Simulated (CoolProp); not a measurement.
Vapour-liquid equilibrium of n-hexane (1) + m-xylene (2) at 0.656 MPa; x and y are mole fractions of (1).

Values from CoolProp's multi-fluid Helmholtz-energy mixture model, Thol 2019 and Zhou 2012; pair parameters Bell 2016.

```
x     bubble temperature (°C)  y at the bubble point  dew temperature at overall composition x (°C)  liquid density (mol/L)
----  -----------------------  ---------------------  ---------------------------------------------  ----------------------
0.05                      [?]                  0.146                                          223.1                   6.243
0.15                      [?]                  0.389                                          218.0                   6.313
0.25                      [?]                  0.567                                          212.5                   6.364
0.35                    180.3                  0.691                                            [?]                   6.389
0.45                    171.4                  0.777                                          199.9                   6.388
0.55                      [?]                  0.837                                          192.6                   6.365
0.65                    158.5                  0.882                                            [?]                   6.326
0.75                    153.5                  0.918                                          174.3                   6.277
0.85                      [?]                  0.951                                          162.6                   6.223
0.95                    145.1                  0.983                                          149.3                   6.172
```

Q: Fill in the missing entries.

A: 
- 0.05, bubble temperature (°C): 218.2
- 0.15, bubble temperature (°C): 204.0
- 0.25, bubble temperature (°C): 191.2
- 0.35, dew temperature at overall composition x (°C): 206.5
- 0.55, bubble temperature (°C): 164.3
- 0.65, dew temperature at overall composition x (°C): 184.2
- 0.85, bubble temperature (°C): 149.2

No azeotrope shows between x = 0.05 and 0.95.

Pair parameters are fitted to limited data, so mixtures are less certain than the pure fluids. The gap from Raoult's law changes sign with composition, which may be real or a fault of the pair parameters; it wasn't checked against measurements.
